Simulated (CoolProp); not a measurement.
Properties of ethane along the isobar 0.585 MPa.

The numbers come from the reference Helmholtz-energy equation of state, Bücker 2006 in CoolProp.

| T (K) | phase | Z | cv (kJ/(kg K)) | isothermal compressibility (1/MPa) | viscosity (µPa s) | conductivity (mW/(m K)) |
|---|---|---|---|---|---|---|
| 154.2 | liquid | 0.02363 | 1.440 | 0.001168 | 253 | 197 |
| 175.1 | liquid | 0.02173 | 1.434 | 0.001555 | 188 | 176 |
| 196 | liquid | 0.02038 | 1.441 | 0.002150 | 145 | 157 |
| 216.8 | liquid | 0.01947 | 1.463 | 0.003149 | 114 | 138 |
| 237.7 | gas | 0.9048 | 1.310 | 1.909 | 7.66 | 15.0 |
| 258.6 | gas | 0.9283 | 1.358 | 1.851 | 8.30 | 17.0 |
| 279.5 | gas | 0.9444 | 1.423 | 1.815 | 8.92 | 19.3 |
| 300.4 | gas | 0.9560 | 1.497 | 1.791 | 9.54 | 21.7 |

Viscosity comes from a separate model (Friend 1991). Thermal conductivity comes from a separate model (Friend 1991).
